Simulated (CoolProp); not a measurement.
Vapour-liquid equilibrium of isohexane (1) + benzene (2) at 68.15 °C; x and y are mole fractions of (1).

Model: multi-fluid Helmholtz-energy mixture model, Lemmon 2006 and Thol 2012; pair parameters Bell 2016, in CoolProp.

```
x     bubble pressure, mixture model (kPa)  bubble pressure, Raoult's law (kPa)  y, mixture model  y, Raoult's law
----  ------------------------------------  -----------------------------------  ----------------  ---------------
0.05                                 76.89                                72.17             0.141            0.090
0.2                                  93.31                                81.23             0.383            0.319
0.35                                 104.0                                90.30             0.523            0.502
0.5                                  111.9                                99.36             0.633            0.652
0.65                                 118.3                                108.4             0.737            0.777
0.8                                  123.6                                117.5             0.844            0.882
0.95                                 128.2                                126.6             0.960            0.973
```

The largest gap from Raoult's law is +15.2 % in bubble pressure, at x = 0.35. No azeotrope shows between x = 0.05 and 0.95.

The pair parameters rest on a limited set of measurements; away from them the model extrapolates.
